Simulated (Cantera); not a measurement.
Hydrogen reduction and annealing atmospheres: NiS + H2 + N2

Charge: 1 mol NiS, 27 mol H2, 5.8 mol N2, at 0.100 bar.

These are equilibrium values from Cantera (NASA tables, ideal gas, pure condensed phases), not measurements of a reactor. Candidate condensed phases: Ni, NiS, NiS2, Ni3S2, Ni3S4, S; 17 gas species. Rates play no part.

| T (°C) | x H2 | x N2 | x H2S | x NH3 | n Ni3S2(s) | n Ni3S2(l) |
|---|---|---|---|---|---|---|
| 477 | 0.813 | 0.177 | 0.0102 | 0.000157 | 0.333 | 0 |
| 527 | 0.813 | 0.177 | 0.0102 | 9.21e-5 | 0.333 | 0 |
| 577 | 0.813 | 0.177 | 0.0102 | 5.72e-5 | 0.333 | 0 |
| 627 | 0.813 | 0.177 | 0.0102 | 3.73e-5 | 0.333 | 0 |
| 677 | 0.813 | 0.177 | 0.0102 | 2.54e-5 | 0.333 | 0 |
| 727 | 0.813 | 0.177 | 0.0102 | 1.79e-5 | 0.333 | 0 |
| 777 | 0.813 | 0.177 | 0.0102 | 1.31e-5 | 0.333 | 0 |
| 827 | 0.813 | 0.177 | 0.0102 | 9.79e-6 | 0 | 0.333 |
| 877 | 0.813 | 0.177 | 0.0102 | 7.52e-6 | 0 | 0.333 |
x: gas mole fraction; n: condensed amount in mol.

From 477 °C to 777 °C the condensed part is Ni3S2(s). From 827 °C to 877 °C the condensed part is Ni3S2(l).
